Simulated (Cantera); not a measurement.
An isothermal plug-flow reactor at 1225 K and 750 Torr (inlet), inlet velocity 2.7 m/s, active area per volume 330 1/m; feed 0.683 % CH4, 2.93 % O2, 96.4 % N2, equivalence ratio 0.47.

Model: Deutschmann's 1995 Pt surface mechanism with GRI-Mech 3.0 gas chemistry, integrated in Cantera. Catalytic surfaces can have several steady states; this one follows from the mechanism file's or the stated starting coverage. Mass transfer to the wall is taken as infinitely fast.

Predict: x(CH4) at z = 0.014 m; x(O2) at z = 0.014 m; x(H2O) at z = 0.014 m; x(CO2) at z = 0.014 m; x(CO) at z = 0.014 m; θ(free Pt) at the exit; θ(O*) at the exit; θ(OH*) at the exit.


* **x(CH4) at z = 0.014 m**: 0.00155
* **x(O2) at z = 0.014 m**: 0.0189
* **x(H2O) at z = 0.014 m**: 0.0104
* **x(CO2) at z = 0.014 m**: 0.00515
* **x(CO) at z = 0.014 m**: 3.25e-6
* **θ(free Pt) at the exit**: 0.569
* **θ(O*) at the exit**: 0.430
* **θ(OH*) at the exit**: 0.00119
